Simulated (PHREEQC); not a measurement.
1.2 g of hydrous ferric oxide (600 m²/g; 0.2 weak and 0.005 strong sites per Fe, Dzombak-Morel constants, diffuse double layer) in 1 kg of water with 0.3 mol/kgw of an inert sodium salt and 0.022 mmol/kgw CuSO4, at 25 °C; the pH is set by adding NaOH or the inert anion's acid. Oxygen is held at 0.21 atm. CO2 from the air is kept out. Precipitation was switched off in this run.

Base run: PHREEQC, ion-association model, wateq4f.dat. Each further column changes one thing. The table gives S sorbed (%).

```tsv
pH	base	no electrostatic term (-no_edl)	background salt from 0.3 to 0.03 mol/kgw	oxide from 1.2 to 6 g/kgw	0.0024 mol/kgw NaH2PO4 added
3	96.1	0.1	100.0	99.2	0.5
4.33	94.8	0.2	99.9	98.9	0.2
5.67	74.5	0.2	98.2	93.7	0.0
7	8.8	0.2	37.5	31.8	0.0
8.33	0.1	0.2	0.3	0.6	0.0
9.67	0.0	0.0	0.0	0.0	0.0
11	0.0	0.0	0.0	0.0	0.0
```

The database's constant for dissolved Cu(OH)2 is higher than later reviews accept. The oxide is taken as insoluble; below pH 4 it would dissolve. In at least one series the solution becomes supersaturated in solids that the run did not let form, among them Cu(OH)2. H3PO4, which wateq4f.dat lacks, is added to it with the constant of phreeqc.dat. The database has no phosphate complexes of Cu.
